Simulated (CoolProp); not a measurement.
Saturation properties of 1,2-dichloroethane (Tc = 561.6 K, pc = 5.226 MPa, ω = 0.269).

Model: reference Helmholtz-energy equation of state, Thol 2015, in CoolProp.

```csv
T (K),p (MPa),liquid density (kg/m³),vapour density (kg/m³),liquid cp (kJ/(kg K))
404.2,0.3686,1076,11.75,1.438
410.8,0.4294,1064,13.59,1.450
417.4,0.4974,1052,15.66,1.462
424,0.5734,1039,17.97,1.475
430.6,0.6577,1026,20.54,1.489
437.2,0.7511,1013,23.40,1.503
443.8,0.8542,999.6,26.59,1.519
450.4,0.9674,985.8,30.12,1.535
457,1.092,971.6,34.05,1.553
463.6,1.227,957.0,38.40,1.573
470.2,1.375,942.0,43.24,1.594
476.8,1.536,926.4,48.62,1.618
483.4,1.711,910.4,54.61,1.645
490,1.900,893.7,61.31,1.677
```

It boils at 356.6 K under 1 atm.
